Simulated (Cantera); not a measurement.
A perfectly stirred reactor is fed with H2 : O2 : N2 = 0.053 : 1 : 1.1 (molar parts), equivalence ratio 0.026, at 0.00395 atm; it is held at 1300 K, and followed from long to short residence time.

Detailed kinetics in Cantera: GRI-Mech 3.0 (53 species, 325 reactions). Radical loss at walls, strong at low pressure, is not modelled.

x: mole fraction; the columns are a selection and need not sum to one.

```csv
τ (s),x H2,x O2,x OH,x NO,x N2O
12,9.97e-5,0.455,0.00107,2.41e-7,3.67e-9
5.3,0.000156,0.453,0.00133,2.70e-7,3.25e-9
2.2,0.000239,0.451,0.00164,2.88e-7,2.85e-9
0.95,0.000334,0.449,0.00190,2.57e-7,2.55e-9
0.40,0.000447,0.447,0.00212,1.80e-7,2.29e-9
0.17,___,0.445,0.00230,___,___
0.073,0.000880,0.445,0.00249,5.03e-8,1.68e-9
0.031,0.00147,0.446,0.00277,2.25e-8,1.21e-9
0.013,___,0.447,___,___,7.03e-10
0.0056,0.00530,0.449,0.00351,3.13e-9,3.25e-10
0.0024,0.0103,0.453,0.00340,7.28e-10,1.09e-10
```

### Question
Some entries are withheld; supply them.

### Answer

- 0.17, x H2: 0.000601
- 0.17, x NO: 1.02e-7
- 0.17, x N2O: 2.03e-9
- 0.013, x H2: 0.00275
- 0.013, x OH: 0.00316
- 0.013, x NO: 9.02e-9
